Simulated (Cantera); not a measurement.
# Equilibrium for chemical vapour transport: Fe + HCl + H2

Feed: 1 mol Fe, 0.14 mol HCl, 1.7 mol H2, held at 29.0 mbar.

Method: chemical equilibrium by Gibbs-energy minimisation in Cantera with the NASA 1993 tables (ideal gas, pure condensed phases). Candidate condensed phases: Fe, FeCl2, FeCl3; 11 gas species. The numbers say what is thermodynamically allowed, not how fast it happens.

From 825 K to 1125 K the condensed part is Fe(α). From 1200 K to 1500 K the condensed part is Fe(γ). The main Fe-bearing gas is FeCl2 throughout.

```
T (K)   x H2   x HCl   x FeCl2       x H      x Cl      x Fe  x Fe2Cl4    x FeCl  n Fe(α)  n Fe(γ)
-----  -----  ------  --------  --------  --------  --------  --------  --------  -------  -------
825    0.924  0.0753  0.000367  4.48e-11  3.72e-12    <1e-12   1.74e-6    <1e-12    0.999        0
900    0.925  0.0749  0.000610  6.60e-10  5.22e-11    <1e-12   8.35e-7    <1e-12    0.999        0
975    0.925  0.0742  0.000922   6.46e-9  4.88e-10    <1e-12   4.37e-7    <1e-12    0.998        0
1050   0.925  0.0735   0.00129   4.58e-8   3.32e-9  5.28e-12   2.42e-7  1.24e-12    0.998        0
1125   0.926  0.0727   0.00168   2.51e-7   1.75e-8  1.16e-10   1.39e-7  1.55e-11    0.997        0
1200   0.926  0.0719   0.00209   1.12e-6   7.51e-8   1.71e-9   8.38e-8  1.40e-10        0    0.996
1275   0.926  0.0711   0.00252   4.17e-6   2.71e-7   1.82e-8   5.26e-8  9.63e-10        0    0.995
1350   0.927  0.0702   0.00295   1.35e-5   8.50e-7   1.48e-7   3.45e-8   5.32e-9        0    0.995
1425   0.927  0.0693   0.00337   3.86e-5   2.36e-6   9.64e-7   2.35e-8   2.44e-8        0    0.994
1500   0.928  0.0685   0.00379   9.96e-5   5.93e-6   5.17e-6   1.65e-8   9.55e-8        0    0.993
```
x: gas mole fraction; n: condensed amount in mol.
